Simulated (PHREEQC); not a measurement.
Solution (25 °C): 0.085 mmol/kgw Ca(HCO3)2 and 0.2 mmol/kgw NaHCO3. Closed to the air; pH follows from the charge balance.

The numbers come from PHREEQC with the ion-association model, phreeqc.dat.

```tsv
quantity	before	after
pH	8.21	8.46
ionic strength (mol/kgw)	0.000456	0.000457
CO2 (mol/kgw)	4.94e-6	4.00e-6
CO3-2 (mol/kgw)	2.93e-6	3.15e-6
```

Question: What was changed between the two runs?
A. temperature from 25 to 30 °C
B. NaHCO3 from 0.0002 to 0.001 mol/kgw
C. temperature from 25 to 5 °C
D. Ca(HCO3)2 left out
E. NaHCO3 replaced by NaBr at the same molality

Answer: C, temperature from 25 to 5 °C

Precipitation was switched off in this run. Constants without temperature data keep their 25 °C values here.
